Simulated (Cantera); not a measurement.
Input (Python, Cantera):

```python
import numpy as np
import cantera as ct

gas = ct.Solution("h2o2.yaml")
gas.TPX = 600, 200000, {'H2': 1, 'O2': 0.263, 'N2': 1.11}
flame = ct.FreeFlame(gas, width=0.025)
flame.set_refine_criteria(ratio=3, slope=0.08, curve=0.16)
flame.transport_model = "unity-Lewis-number"
flame.solve(loglevel=0, auto=True)
z, T = flame.grid, flame.T
thick = (T[-1] - T[0]) / np.gradient(T, z).max()
show = ['H2', 'O2', 'H2O', 'H', 'H2O2', 'O']
print(f"laminar burning velocity  {flame.velocity[0] * 100:.3f} cm/s")
print(f"burnt temperature         {T[-1]:.1f} K")
print(f"thermal thickness         {thick * 1e3:.4f} mm")
print(f"grid points               {len(z)}")
z0 = z[flame.heat_release_rate.argmax()]
print(f"{'z/mm':>9s}{'T/K':>9s}{'u/(m/s)':>9s}" + "".join(f"{s:>11s}" for s in show))
rows = []
for k in (-3, -2, -1.5, -1, -0.5, -0.25, 0, 0.25, 0.5, 1, 2, 4, 8):
    zz = z0 + k * thick
    rows.append([k * thick, np.interp(zz, z, T), np.interp(zz, z, flame.velocity),
                 *(np.interp(zz, z, flame.X[gas.species_index(s)]) for s in show)])
    print(f"{rows[-1][0] * 1e3:9.3f}{rows[-1][1]:9.1f}{rows[-1][2]:9.3f}" + "".join(f"{x:11.3e}" for x in rows[-1][3:]))
```

Result:

```
laminar burning velocity  526.402 cm/s
burnt temperature         2245.8 K
thermal thickness         0.1647 mm
grid points               112
     z/mm      T/K  u/(m/s)         H2         O2        H2O          H       H2O2          O
   -0.494    600.0    5.264  4.214e-01  1.108e-01  1.541e-07  9.125e-14  2.323e-10  6.836e-13
   -0.329    600.0    5.264  4.214e-01  1.108e-01  5.040e-06  2.611e-11  7.592e-09  1.960e-10
   -0.247    600.2    5.266  4.214e-01  1.108e-01  2.712e-05  3.399e-10  4.072e-08  2.503e-09
   -0.165    602.3    5.284  4.212e-01  1.107e-01  2.877e-04  1.959e-08  4.199e-07  9.529e-08
   -0.082    672.9    5.876  4.140e-01  1.065e-01  9.160e-03  1.293e-04  7.460e-06  1.920e-05
   -0.041    945.1    8.114  3.773e-01  8.766e-02  4.988e-02  6.075e-03  8.299e-06  3.619e-04
    0.000   1337.3   11.203  2.830e-01  4.535e-02  1.371e-01  4.043e-02  2.454e-06  2.164e-03
    0.041   1587.7   13.085  2.076e-01  1.307e-02  2.031e-01  7.156e-02  1.263e-06  2.559e-03
    0.082   1713.3   13.992  1.893e-01  3.525e-03  2.241e-01  7.361e-02  8.424e-07  1.912e-03
    0.165   1840.0   14.875  1.921e-01  8.325e-04  2.323e-01  6.052e-02  4.777e-07  1.294e-03
    0.329   1959.1   15.682  2.010e-01  4.032e-04  2.366e-01  4.385e-02  2.439e-07  7.698e-04
    0.659   2060.1   16.352  2.087e-01  1.952e-04  2.405e-01  2.949e-02  1.199e-07  3.843e-04
    1.318   2136.3   16.849  2.146e-01  8.166e-05  2.436e-01  1.860e-02  5.711e-08  1.636e-04
```

Computed with Cantera and the H2/O2 subset of GRI-Mech 3.0, which has no nitrogen chemistry. Unity Lewis numbers drop preferential diffusion, which matters most where H2 and H carry the flame. Burning velocities carry a grid error of a few per cent, more on coarse grids.
